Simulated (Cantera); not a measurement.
Charge: 1 mol Si(CH₃)₄, 0.55 mol HCl, 28 mol H₂, 0.11 mol C₂H₄, equilibrated at 1623 K and 8.40 mbar.

Method: chemical equilibrium by Gibbs-energy minimisation in Cantera with the NASA 1993 tables (ideal gas, pure condensed phases). Candidate condensed phases: C, C₆H₆, C₇H₈, C₈H₁₈, Si, SiC; 109 gas species. Equilibrium is a limit: real reactors are often held back by kinetics, nucleation or transport.

Base state: H₂ 0.983, HCl 0.0158, H 0.000748, C₂H₂ (acetylene) 3.43e-5, CH₄ 1.20e-5, SiCl₂ 1.01e-5 (mole fractions); condensed: C(graphite) + SiC(s).

**Question.** What changes in the equilibrium state with this change: temperature from 1623 K to 1725 K?

**Answer.** 
```csv
species,before,after
H₂,0.983,0.982
HCl,0.0158,0.0157
H,0.000748,0.00201
C₂H₂ (acetylene),3.43e-5,9.05e-5
SiCl₂,1.01e-5,1.47e-5
Cl,9.45e-6,2.49e-5
CH₄,1.20e-5,8.09e-6
"C(graphite), mol",3.22,3.21
"SiC(s), mol",1.000,0.999
```
